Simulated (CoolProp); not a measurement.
The fluid at 253.89 K and 2.63 MPa flows at 0.058 m/s in a round tube of 12.7 mm bore and 45 µm roughness, fully developed (64/Re and Nu = 3.66 if laminar; Colebrook and Gnielinski if turbulent). The same conditions are run with several fluids, on thermodynamics alone (safety and materials aside).

Values from CoolProp's reference Helmholtz-energy equation of state of each fluid (n-octane: Beckmüller 2019; sulfur hexafluoride: Guder 2009; ethanol: Schroeder 2014; R141b: Lemmon 2006).

```
fluid                Reynolds number  Darcy friction factor  pressure drop (Pa/m)  heat-transfer coefficient (W/(m² K))  mass flow (kg/h)
-------------------  ---------------  ---------------------  --------------------  ------------------------------------  ----------------
n-octane                         539                  0.119                  11.6                                  40.4              19.5
sulfur hexafluoride             4680                 0.0418                  9.41                                   168              45.0
ethanol                          209                  0.306                  33.4                                  50.5              21.8
R141b                           1320                 0.0486                  8.49                                  30.1              34.9
```

Transport values come from each fluid's own correlations; those of R141b are estimates that may be off by 10 % or more.
